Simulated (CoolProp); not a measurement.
Vapour-liquid equilibrium of fluoroethane (R161) (1) + R1234yf (2) at -78.75 °C; x and y are mole fractions of (1).

Computed with CoolProp (multi-fluid Helmholtz-energy mixture model, Wu 2012 and Lemmon 2022; pair parameters Bell 2016).

| x | bubble pressure, mixture model (bar) | bubble pressure, Raoult's law (bar) | y, mixture model | y, Raoult's law |
|---|---|---|---|---|
| 0.05 | 0.06248 | 0.06149 | 0.092 | 0.077 |
| 0.15 | 0.06771 | 0.06504 | 0.247 | 0.220 |
| 0.25 | ? | 0.06858 | 0.375 | 0.347 |
| 0.35 | 0.07682 | 0.07213 | ? | 0.462 |
| 0.45 | 0.08070 | 0.07567 | 0.576 | 0.566 |
| 0.55 | 0.08416 | 0.07922 | 0.659 | 0.661 |
| 0.65 | ? | 0.08276 | ? | 0.747 |
| 0.75 | 0.08995 | 0.08631 | ? | 0.827 |
| 0.85 | 0.09232 | 0.08986 | 0.883 | 0.900 |
| 0.95 | 0.09432 | 0.09340 | 0.959 | 0.968 |

Question: Some entries are withheld; supply them.

Answer: 
- 0.25, bubble pressure, mixture model (bar): 0.07249
- 0.35, y, mixture model: 0.483
- 0.65, bubble pressure, mixture model (bar): 0.08723
- 0.65, y, mixture model: 0.736
- 0.75, y, mixture model: 0.809

The largest gap from Raoult's law is +6.6 % in bubble pressure, at x = 0.45. No azeotrope shows between x = 0.05 and 0.95.

The pair parameters rest on a limited set of measurements; away from them the model extrapolates.
